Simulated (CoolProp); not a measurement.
Vapour-liquid equilibrium of isopentane (1) + toluene (2) at 140.35 °C; x and y are mole fractions of (1).

Computed with CoolProp (multi-fluid Helmholtz-energy mixture model, Lemmon 2006 and Lemmon 2006; pair parameters Bell 2016).

| x | bubble pressure, mixture model (kPa) | bubble pressure, Raoult's law (kPa) | y, mixture model | y, Raoult's law |
|---|---|---|---|---|
| 0.05 | 293.4 | 288.0 | ? | 0.275 |
| 0.15 | ? | 424.2 | 0.546 | 0.559 |
| 0.25 | 593.3 | 560.4 | 0.684 | 0.706 |
| 0.35 | 736.5 | 696.5 | 0.766 | 0.795 |
| 0.45 | 871.1 | 832.7 | ? | 0.855 |
| 0.55 | 997.7 | 968.9 | 0.860 | 0.898 |
| 0.65 | 1119 | 1105 | 0.892 | 0.930 |
| 0.75 | 1240 | 1241 | 0.921 | 0.956 |
| 0.85 | 1366 | 1377 | 0.950 | 0.976 |
| 0.95 | 1505 | 1514 | 0.982 | 0.993 |

Complete the blanks.


- 0.05, y, mixture model: 0.270
- 0.15, bubble pressure, mixture model (kPa): 443.9
- 0.45, y, mixture model: 0.820

The largest gap from Raoult's law is +5.9 % in bubble pressure, at x = 0.25. No azeotrope shows between x = 0.05 and 0.95.

Pair parameters are fitted to limited data, so mixtures are less certain than the pure fluids. The gap from Raoult's law changes sign with composition, which may be real or a fault of the pair parameters; it wasn't checked against measurements.
